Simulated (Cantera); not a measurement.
# Ignition delay

Mixture: CO : H2 : O2 : N2 = 1 : 0.36 : 0.486 : 2.96 (molar parts), equivalence ratio 1.4, at 800000 Pa, adiabatic and at constant volume. Ignition delay is the time to a rise of 400 K.

Model: GRI-Mech 3.0 (53 species, 325 reactions), integrated in Cantera. The hydrogen kinetics of GRI-Mech 3.0 are dated; newer H2 mechanisms differ, most at raised pressure. Where the delays flatten at high temperature, the 400 K rule measures the pace of heat release, not the induction time.

| T0 (K) | delay (ms) |
|---|---|
| 1275 | 0.0115 |
| 1325 | 0.00797 |
| 1375 | 0.00603 |
| 1425 | 0.00482 |
| 1475 | 0.00402 |
| 1525 | 0.00345 |
| 1575 | 0.00304 |
| 1625 | 0.00273 |
| 1675 | 0.00250 |
